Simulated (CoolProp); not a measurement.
trans-2-butene along the isotherm 186.45 °C: density (kg/m³) from the reference equation and from simpler models built on Tc = 155.5 °C, pc = 4.019 MPa, ω = 0.210; each cubic takes its own stable root.

Model: reference Helmholtz-energy equation of state, Lemmon 2005, in CoolProp. It is a short technical equation, of lower accuracy than the large ones.

```json
[
 {"p (MPa)": "1.83", "phase": "gas", "reference": "31.14", "ideal gas": "26.87", "van der Waals": "30.76", "Soave-Redlich-Kwong": "30.97"},
 {"p (MPa)": "3.65", "phase": "gas", "reference": "77.37", "ideal gas": "53.59", "van der Waals": "76.18", "Soave-Redlich-Kwong": "75.72"},
 {"p (MPa)": "5.48", "phase": "supercritical", "reference": "175.1", "ideal gas": "80.46", "van der Waals": "193.6", "Soave-Redlich-Kwong": "162.0"},
 {"p (MPa)": "7.31", "phase": "supercritical", "reference": "310.3", "ideal gas": "107.3", "van der Waals": "252.4", "Soave-Redlich-Kwong": "260.1"},
 {"p (MPa)": "9.13", "phase": "supercritical", "reference": "359.5", "ideal gas": "134.1", "van der Waals": "276.6", "Soave-Redlich-Kwong": "305.7"},
 {"p (MPa)": "11", "phase": "supercritical", "reference": "386.9", "ideal gas": "161.5", "van der Waals": "292.8", "Soave-Redlich-Kwong": "335.1"},
 {"p (MPa)": "12.8", "phase": "supercritical", "reference": "405.3", "ideal gas": "187.9", "van der Waals": "304.6", "Soave-Redlich-Kwong": "356.0"},
 {"p (MPa)": "14.6", "phase": "supercritical", "reference": "419.6", "ideal gas": "214.4", "van der Waals": "314.1", "Soave-Redlich-Kwong": "372.8"},
 {"p (MPa)": "16.4", "phase": "supercritical", "reference": "431.4", "ideal gas": "240.8", "van der Waals": "322.2", "Soave-Redlich-Kwong": "386.8"},
 {"p (MPa)": "18.3", "phase": "supercritical", "reference": "442.0", "ideal gas": "268.7", "van der Waals": "329.5", "Soave-Redlich-Kwong": "399.6"},
 {"p (MPa)": "20.1", "phase": "supercritical", "reference": "450.7", "ideal gas": "295.1", "van der Waals": "335.5", "Soave-Redlich-Kwong": "410.2"}
]
```
